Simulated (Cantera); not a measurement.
Input: 1 mol Zr, a varied amount of H₂O, at 0.530 Pa.

Method: chemical equilibrium by Gibbs-energy minimisation in Cantera with the NASA 1993 tables (ideal gas, pure condensed phases). Candidate condensed phases: H₂O, Zr, ZrO₂; 12 gas species. Mutual solubility and eutectic melting of coexisting phases are not modelled. Condensed phases not in the tables: N, O or C dissolved in the metal. Rates play no part.

Stable condensed phases, one row left out:

```
T in °C \ n(H₂O) in mol
         0.13 0.22 0.37 0.63  1.1  1.8  3.1  5.3    9   15   26
   2477     A    A    A    A    A    A    A    A    A    A    A
   2377     A    A    A    A    A    A    A    A    A    A    A
   2277     A    A    A    A    A    A    A    A    A    A    A
   2177     B    B    B    A    A    C    C    C    A    A    A
   1977     B    B    B    B    C    C    C    C    C    C    C
   1877     D    D    D    D    D    C    C    C    C    C    C
   1777     D    D    D    D    D    D    C    C    C    C    C
   1677     D    D    D    D    D    D    C    C    C    C    C
   1577     D    D    D    D    D    D    C    C    C    C    C
```

A: gas only; B: Zr; C: ZrO₂; D: Zr + ZrO₂.

**Question.** Give the row for 2077 °C.

**Answer.** 0.13: Zr; 0.22: Zr; 0.37: Zr; 0.63: Zr; 1.1: ZrO₂; 1.8: ZrO₂; 3.1: ZrO₂; 5.3: ZrO₂; 9: ZrO₂; 15: ZrO₂; 26: ZrO₂.
